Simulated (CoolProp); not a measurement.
The numbers come from the reference Helmholtz-energy equation of state, Lemmon 2006 in CoolProp. It is a short technical equation, of lower accuracy than the large ones.

### Question
Give the vapour pressure (bar), liquid cp (kJ/(kg K)), vapour Z, surface tension (mN/m) of saturated carbonyl sulfide at 253.2 K.

### Answer
```tsv
T (K)	p (bar)	liquid cp (kJ/(kg K))	vapour Z	surface tension (mN/m)
253.2	3.42	1.23	0.934	15.3
```

Surface tension comes from a separate correlation (Mulero 2012).
